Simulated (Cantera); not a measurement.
What does this Cantera script print?

```python
import numpy as np
import cantera as ct

gas_names = """
    F F2 H HF H2 H2F2 H3F3 H4F4 H5F5 H6F6 H7F7 N NF NF2 NF3 NH NH2 NH3 N2 N2H2 N2H4 Si SiF SiF2 SiF3
    SiF4 SiH SiHF3 SiH2 SiH2F2 SiH3 SiH3F SiH4 SiN Si2 Si2N Si3
""".split()
cond_names = """
    Si(cr) Si(L) Si3N4(a)
""".split()


# ... load() reads the species with a 1 bar reference pressure and builds the phases ...
atoms = {
    'Si': {'Si': 1},
    'HF': {'H': 1, 'F': 1},
    'NF3': {'N': 1, 'F': 3},
}
top_T = {'Si3N4(a)': 2400}  # K; cautious upper limits of use, not melting points


# ... equilibrate(T, P, feed) seeds the gas with the atoms and calls Mixture.equilibrate('TP', solver="vcs", rtol=1e-11, max_steps=5000) ...
results = []
feed = {'Si': 1, 'HF': 1.5, 'NF3': 2.5}  # mol
P = 3100  # Pa
for T in [723, 798, 873, 948, 1023, 1098, 1173, 1248, 1323, 1398, 1473, 1548, 1623, 1698]:
    mix = equilibrate(T, P, feed)
    results.append((T, P, feed, dict(zip(mix.species_names, mix.species_moles))))

top = {s: max(r[3][s] / sum(r[3][g] for g in gas_names) for r in results) for s in gas_names}
cols = sorted((s for s in top if top[s] > 0.001), key=lambda s: -top[s])[:6]
seen = [c for c in cond_names if any(r[3].get(c, 0) > 1e-12 for r in results)]
print("log10 of partial pressures in bar; condensed amounts in mol")
print(f"{'T/K':>10s}" + "".join(f"{s[:9]:>10s}" for s in cols + seen))
for T, P, feed, n in results:
    ng = sum(n[g] for g in gas_names)
    print(f"{T:10.4g}" + "".join(f"{np.log10(max(n[s] / ng * P / 1e5, 1e-99)):10.3f}" for s in cols)
          + "".join(f"{n.get(c, 0):10.4g}" for c in seen))
```

Output:

```
log10 of partial pressures in bar; condensed amounts in mol
       T/K         F        HF        F2        N2      SiF4       NF3
       723    -3.808    -2.019    -2.319    -2.230    -2.195    -2.377
       798    -3.144    -2.061    -2.100    -2.179    -2.237    -2.911
       873    -2.676    -2.084    -2.087    -2.171    -2.261    -3.620
       948    -2.330    -2.106    -2.172    -2.187    -2.282    -4.371
      1023    -2.087    -2.134    -2.351    -2.214    -2.310    -5.174
      1098    -1.941    -2.162    -2.635    -2.241    -2.338    -6.063
      1173    -1.871    -2.179    -2.999    -2.258    -2.355    -7.007
      1248    -1.843    -2.187    -3.387    -2.266    -2.363    -7.933
      1323    -1.833    -2.190    -3.760    -2.270    -2.367    -8.794
      1398    -1.828    -2.192    -4.104    -2.271    -2.368    -9.578
      1473    -1.827    -2.192    -4.418    -2.272    -2.368   -10.288
      1548    -1.826    -2.193    -4.703    -2.272    -2.369   -10.930
      1623    -1.825    -2.193    -4.963    -2.272    -2.369   -11.514
      1698    -1.825    -2.193    -5.201    -2.272    -2.369   -12.046
```

Cantera equilibrium calculation (NASA polynomials, part measured and part estimated; ideal gas, pure solids and liquids).
